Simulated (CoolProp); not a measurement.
The numbers come from the reference Helmholtz-energy equation of state, Setzmann 1991 in CoolProp.

Task: For methane, give the phase and the cv (kJ/(kg K)) at 45.65 °C and 0.209 MPa.

Result: 
- 45.65 °C and 0.209 MPa: gas; cv 1.76
